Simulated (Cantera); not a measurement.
Feed: 1 mol Si, 0.023 mol CO₂, 2.5 mol H₂, equilibrated at 2223.15 K and 0.000825 Torr.

These are equilibrium values from Cantera (NASA tables, ideal gas, pure condensed phases), not measurements of a reactor. Candidate condensed phases: C, C₆H₆, C₇H₈, C₈H₁₈, H₂O, Si, SiC, SiO₂; 123 gas species. Rates play no part.

Base state: H 0.810, Si 0.165, H₂ 0.0175, SiO 0.00389, CO 0.00389 (mole fractions); condensed: gas only.

What changes in the equilibrium state with this change: temperature from 2223.15 K to 1425 K?


| species | before | after |
|---|---|---|
| H₂ | 0.0175 | 0.974 |
| SiO | 0.00389 | 0.0176 |
| H | 0.810 | 0.00642 |
| Si | 0.165 | 0.00146 |
| CO | 0.00389 | 0.000359 |
| Si(s), mol | 0 | 0.929 |
| SiC(s), mol | 0 | 0.0221 |
Mutual solubility and eutectic melting of coexisting phases are not modelled.

What changes in the equilibrium state with this change: temperature from 2223.15 K to 1175 K?


```
species       before     after
-----------  -------  --------
H₂            0.0175     0.982
SiO          0.00389    0.0180
H              0.810  0.000116
Si             0.165   4.87e-7
CO           0.00389  0.000109
Si(s), mol         0     0.932
SiC(s), mol        0    0.0227
```
Mutual solubility and eutectic melting of coexisting phases are not modelled.
